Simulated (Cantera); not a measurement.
Feed: 1 mol Al, 6.9 mol HCl, at 848 K and 0.133 bar.

Cantera equilibrium calculation (NASA polynomials, part measured and part estimated; ideal gas, pure solids and liquids). Kinetics and transport are ignored.

```
species   before    after
-------  -------  -------
HCl        0.612    0.609
H2         0.235    0.234
AlCl3      0.150    0.156
Al2Cl6   0.00365  3.98e-5
```
Gas species are given as mole fractions.

Question: Name the change that produced these shifts.
(A) pressure from 0.133 bar to 1.33 mbar
(B) pressure from 0.133 bar to 0.270 bar
(C) HCl from 6.9 to 4.2 mol
(D) HCl from 6.9 to 4 mol

Answer: A, pressure from 0.133 bar to 1.33 mbar
